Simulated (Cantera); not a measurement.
Input: 1 mol Si3N4, a varied amount of N2O, 8.2 mol N2, at 1223.15 K and 0.200 Pa.

Cantera equilibrium calculation (NASA polynomials, part measured and part estimated; ideal gas, pure solids and liquids). Candidate condensed phases: Si, SiO2, Si2N2O, Si3N4; 16 gas species. Mutual solubility and eutectic melting of coexisting phases are not modelled. The tables hold silica as quartz up to 1696 K and as liquid above; real silica turns to tridymite and cristobalite and melts near 1996 K. Kinetics and transport are ignored.

Task: Which condensed phases are stable at each of these points (n(N2O) (mol)): 0.46, 0.65, 0.84, 1, 1.2, 1.4, 1.6, 1.8, 2?

Result: 
```csv
n(N2O) (mol),condensed phases,Si condensed (%)
0.46,Si2N2O(s) + Si3N4(s),100.0
0.65,Si2N2O(s) + Si3N4(s),100.0
0.84,Si2N2O(s) + Si3N4(s),100.0
1,Si2N2O(s) + Si3N4(s),100.0
1.2,Si2N2O(s) + Si3N4(s),100.0
1.4,Si2N2O(s) + Si3N4(s),100.0
1.6,SiO2(β-quartz) + Si2N2O(s),96.7
1.8,SiO2(β-quartz) + Si2N2O(s),96.6
2,SiO2(β-quartz) + Si2N2O(s),96.5
```

From 0.46 mol N2O to 1.4 mol N2O the condensed part is Si2N2O(s) + Si3N4(s). From 1.6 mol N2O to 2 mol N2O the condensed part is SiO2(β-quartz) + Si2N2O(s).
